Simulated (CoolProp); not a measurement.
The fluoroketone C6F12O (FK-5-1-12) at 291.1 K and 0.449 MPa is throttled through a valve to 0.29 MPa with no heat exchange. Each further row changes one setting.

Values from CoolProp's reference Helmholtz-energy equation of state, McLinden 2015.

| case | temperature change (K) |
|---|---|
| as stated | +0.0 |
| outlet pressure 0.087 MPa | +0.1 |
| outlet pressure 0.377 MPa | +0.0 |
